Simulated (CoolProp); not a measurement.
The numbers come from the reference Helmholtz-energy equation of state, Smukala 2000 in CoolProp.

Problem. Give the vapour pressure (kPa), liquid density (kg/m³), vapour density (kg/m³), enthalpy of vaporisation (kJ/kg) of saturated ethylene at 218.5, 222, 235.7 K.

Solution. 
| T (K) | p (kPa) | liquid density (kg/m³) | vapour density (kg/m³) | enthalpy of vaporisation (kJ/kg) |
|---|---|---|---|---|
| 218.5 | 909 | 489 | 16.6 | 394 |
| 222 | 1020 | 483 | 18.7 | 386 |
| 235.7 | 1570 | 456 | 28.9 | 351 |
